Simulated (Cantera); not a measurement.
A Cantera script and what it prints.

```python
import numpy as np
import cantera as ct

gas_names = """
    Cr CrN CrO CrO2 CrO3 H HNO HNO2 HNO3 HO2 H2 H2O H2O2 N NH NH2 NH3 NH2OH NO NO2 NO3 N2 N2H2 N2H4 N2O
    O OH O2 O3
""".split()
cond_names = """
    Cr(cr) Cr(L) CrN(s) Cr2N(s) Cr2O3(s) Cr2O3(L) H2O(s) H2O(L)
""".split()


# ... load() reads the species with a 1 bar reference pressure and builds the phases ...
atoms = {
    'Cr': {'Cr': 1},
    'H2O': {'H': 2, 'O': 1},
    'N2': {'N': 2},
}
top_T = {'CrN(s)': 1900, 'Cr2N(s)': 1900}  # K; cautious upper limits of use, not melting points


# ... equilibrate(T, P, feed) seeds the gas with the atoms and calls Mixture.equilibrate('TP', solver="vcs", rtol=1e-11, max_steps=5000) ...
results = []
feed = {'Cr': 1, 'H2O': 0.064, 'N2': 97}  # mol
P = 0.8  # Pa
for T in [1675, 1825, 1975, 2125, 2275, 2425, 2575]:
    mix = equilibrate(T, P, feed)
    results.append((T, P, feed, dict(zip(mix.species_names, mix.species_moles))))
    x = sorted(zip(gas.X, gas.species_names), reverse=True)
    print(f"T = {T:g} K  P = {P:g} Pa  gas = {mix.phase_moles(0):.4g} mol")
    print("   x: " + "  ".join(f"{s} {v:.3e}" for v, s in x if v > 1e-05))
    print("   condensed (mol): " + ("  ".join(f"{mix.phase(i).name} {mix.phase_moles(i):.4g}"
          for i in range(1, mix.n_phases) if mix.phase_moles(i) > 1e-12) or "none"))
```

It prints:

```
T = 1675 K  P = 0.8 Pa  gas = 98.09 mol
   x: N2 9.889e-01  Cr 9.642e-03  H 6.840e-04  CrO 4.665e-04  H2 2.776e-04  H2O 3.102e-05  CrO2 2.142e-05
   condensed (mol): Cr2O3(s) 0.00315
T = 1825 K  P = 0.8 Pa  gas = 98.13 mol
   x: N2 9.884e-01  Cr 9.712e-03  H 1.174e-03  CrO 4.626e-04  O 1.142e-04  H2 5.681e-05  NO 2.322e-05  CrO2 1.557e-05
   condensed (mol): none
T = 1975 K  P = 0.8 Pa  gas = 98.17 mol
   x: N2 9.880e-01  Cr 1.001e-02  H 1.286e-03  O 4.266e-04  CrO 1.709e-04  NO 3.823e-05
   condensed (mol): none
T = 2125 K  P = 0.8 Pa  gas = 98.19 mol
   x: N2 9.879e-01  Cr 1.015e-02  H 1.301e-03  O 5.909e-04  CrO 3.193e-05  NO 2.617e-05
   condensed (mol): none
T = 2275 K  P = 0.8 Pa  gas = 98.19 mol
   x: N2 9.879e-01  Cr 1.018e-02  H 1.303e-03  O 6.303e-04  NO 1.512e-05  N 1.041e-05
   condensed (mol): none
T = 2425 K  P = 0.8 Pa  gas = 98.19 mol
   x: N2 9.878e-01  Cr 1.018e-02  H 1.303e-03  O 6.414e-04  N 5.019e-05
   condensed (mol): none
T = 2575 K  P = 0.8 Pa  gas = 98.2 mol
   x: N2 9.877e-01  Cr 1.018e-02  H 1.303e-03  O 6.457e-04  N 2.016e-04
   condensed (mol): none
```

These are equilibrium values from Cantera (NASA tables, ideal gas, pure condensed phases), not measurements of a reactor.
